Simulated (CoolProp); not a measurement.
Vapour-liquid equilibrium of benzene (1) + dimethyl carbonate (2) at 188.35 °C; x and y are mole fractions of (1).

Computed with CoolProp (multi-fluid Helmholtz-energy mixture model, Thol 2012 and Zhou 2011; pair parameters Bell 2016).

| x | bubble pressure, mixture model (MPa) | bubble pressure, Raoult's law (MPa) | y, mixture model | y, Raoult's law |
|---|---|---|---|---|
| 0.05 | [?] | 1.096 | [?] | 0.054 |
| 0.125 | 1.132 | 1.103 | [?] | 0.134 |
| 0.2 | 1.153 | 1.110 | 0.229 | 0.214 |
| 0.275 | [?] | 1.117 | 0.306 | 0.292 |
| 0.35 | 1.185 | 1.124 | 0.378 | 0.369 |
| 0.425 | 1.196 | 1.131 | 0.449 | 0.446 |
| 0.5 | 1.205 | 1.139 | [?] | 0.521 |
| 0.575 | 1.211 | 1.146 | 0.585 | 0.595 |
| 0.65 | 1.214 | 1.153 | 0.653 | 0.669 |
| 0.725 | 1.214 | 1.160 | 0.722 | 0.741 |
| 0.8 | 1.211 | 1.167 | 0.793 | 0.813 |
| 0.875 | 1.205 | 1.174 | 0.867 | 0.884 |
| 0.95 | [?] | 1.182 | 0.945 | 0.954 |

What belongs in the gaps?


- 0.05, bubble pressure, mixture model (MPa): 1.109
- 0.05, y, mixture model: 0.062
- 0.125, y, mixture model: 0.149
- 0.275, bubble pressure, mixture model (MPa): 1.170
- 0.5, y, mixture model: 0.517
- 0.95, bubble pressure, mixture model (MPa): 1.195

The largest gap from Raoult's law is +5.8 % in bubble pressure, at x = 0.5. y crosses x between x = 0.65 and 0.725: the model has an azeotrope there.

Pair parameters are fitted to limited data, so mixtures are less certain than the pure fluids.
